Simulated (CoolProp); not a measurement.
Vapour-liquid equilibrium of R13 (1) + propylene (2) at 194.4 K; x and y are mole fractions of (1).

The numbers come from the multi-fluid Helmholtz-energy mixture model, Platzer 1990 and Lemmon 2013; pair parameters Bell 2016 in CoolProp. This equation is an older, rougher fit; its heat capacities, sound speeds and derivatives of the liquid may be far off and weren't checked against measurements.

| x | bubble pressure (bar) | y at the bubble point | dew pressure at overall composition x (bar) | liquid density (mol/L) |
|---|---|---|---|---|
| 0.05 | 0.3080 | 0.411 | 0.1986 | 15.33 |
| 0.15 | 0.4959 | 0.664 | 0.2203 | 15.22 |
| 0.25 | 0.6338 | 0.758 | 0.2474 | 15.11 |
| 0.35 | 0.7375 | 0.809 | 0.2818 | 15.00 |
| 0.45 | 0.8189 | 0.843 | 0.3273 | 14.90 |
| 0.55 | 0.8868 | 0.869 | 0.3897 | 14.80 |
| 0.65 | 0.9480 | 0.893 | 0.4801 | 14.70 |
| 0.75 | 1.007 | 0.917 | 0.6194 | 14.62 |
| 0.85 | 1.068 | 0.945 | 0.8372 | 14.54 |
| 0.95 | 1.132 | 0.979 | 1.078 | 14.48 |

No azeotrope shows between x = 0.05 and 0.95.

Pair parameters are fitted to limited data, so mixtures are less certain than the pure fluids.
